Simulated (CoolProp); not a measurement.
Vapour-liquid equilibrium of ethylbenzene (1) + n-nonane (2) at 239.45 °C; x and y are mole fractions of (1).

Values from CoolProp's multi-fluid Helmholtz-energy mixture model, Zhou 2012 and Lemmon 2006; pair parameters Bell 2016.

```tsv
x	bubble pressure, mixture model (kPa)	bubble pressure, Raoult's law (kPa)	y, mixture model	y, Raoult's law
0.05	679.2	675.5	0.064	0.064
0.125	699.6	690.6	0.157	0.157
0.2	719.7	705.6	0.244	0.245
0.275	739.1	720.6	0.327	0.330
0.35	757.6	735.6	0.406	0.412
0.425	775.2	750.7	0.481	0.490
0.5	791.7	765.7	0.553	0.565
0.575	806.9	780.7	0.622	0.638
0.65	820.8	795.7	0.689	0.707
0.725	833.3	810.8	0.755	0.774
0.8	844.4	825.8	0.821	0.839
0.875	853.9	840.8	0.887	0.901
0.95	861.7	855.9	0.954	0.961
```

The largest gap from Raoult's law is +3.4 % in bubble pressure, at x = 0.5. No azeotrope shows between x = 0.05 and 0.95.

The pair parameters rest on a limited set of measurements; away from them the model extrapolates.
